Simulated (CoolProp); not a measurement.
cis-2-butene along the isobar 4.57 MPa: Z from the reference equation and from simpler models built on Tc = 162.6 °C, pc = 4.236 MPa, ω = 0.202; each cubic takes its own stable root.

Values from CoolProp's reference Helmholtz-energy equation of state, Lemmon 2005. It is a short technical equation, of lower accuracy than the large ones.

```tsv
T (°C)	phase	reference
-89.85	liquid	0.2268
-69.45	liquid	0.2100
-48.95	liquid	0.1964
-28.55	liquid	0.1856
-8.15	liquid	0.1768
12.35	liquid	0.1698
32.75	liquid	0.1645
53.25	liquid	0.1605
```

Problem. How far does each simpler model (van der Waals, Redlich-Kwong) lie from the reference over these 8 states: mean and median of the absolute difference, and the worst?

Solution. 
- van der Waals: mean 60.5 %, median 60.3 %, worst +63.8 % at -89.85 °C and 4.57 MPa
- Redlich-Kwong: mean 10.3 %, median 10.1 %, worst +11.5 % at 53.25 °C and 4.57 MPa
